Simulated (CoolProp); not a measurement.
Vapour-liquid equilibrium of isobutane (1) + R245fa (2) at 0.985 MPa; x and y are mole fractions of (1).

The numbers come from the multi-fluid Helmholtz-energy mixture model, Bücker 2006 and Akasaka 2015; pair parameters Bell 2016 in CoolProp.

**Question.** Give the bubble temperature and the first vapour's composition at x = 0.35, 0.5, 0.95. Is there an azeotrope?

**Answer.** x = 0.35: 64.0 °C, y = 0.558; x = 0.5: 61.5 °C, y = 0.626; x = 0.95: 63.3 °C, y = 0.917. y crosses x between x = 0.65 and 0.8: the model has an azeotrope there.

Pair parameters are fitted to limited data, so mixtures are less certain than the pure fluids. With so large a gap from Raoult's law the liquid may split in two, which this calculation doesn't test in full.
